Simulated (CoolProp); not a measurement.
Computed with CoolProp (reference Helmholtz-energy equation of state, Zhou 2016).

Question: For R245ca, give the phase and the Z, cp (kJ/(kg K)), speed of sound (m/s), fugacity coefficient at 299.2 K and 100 bar; 370.1 K and 100 bar; 441 K and 100 bar.

Answer: 
- 299.2 K and 100 bar: liquid; Z 0.383, cp 1.36, speed of sound 786, fugacity coefficient 0.0147
- 370.1 K and 100 bar: liquid; Z 0.353, cp 1.47, speed of sound 538, fugacity coefficient 0.102
- 441 K and 100 bar: liquid; Z 0.363, cp 1.66, speed of sound 316, fugacity coefficient 0.306
